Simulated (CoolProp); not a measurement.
A simple Rankine cycle with R245fa: condensing at 314.15 K, boiler at 2.6 MPa, turbine inlet 439 K, turbine efficiency 0.8, pump efficiency 0.7, no recuperator. Each further row changes one setting.

The numbers come from the reference Helmholtz-energy equation of state, Akasaka 2015 in CoolProp.

```tsv
case	thermal efficiency (%)	net work (kJ/kg)	heat in (kJ/kg)	turbine exit temperature (K)	volume ratio over the turbine
as stated	13.3	37.5	281	376.9	11.2
condensing temperature 306.15 K	14.4	42.1	292	371.5	14.6
boiler pressure 1.82 MPa	11.7	34.4	293	390.9	7.29
turbine efficiency 0.7	11.5	32.5	281	381.7	11.4
```
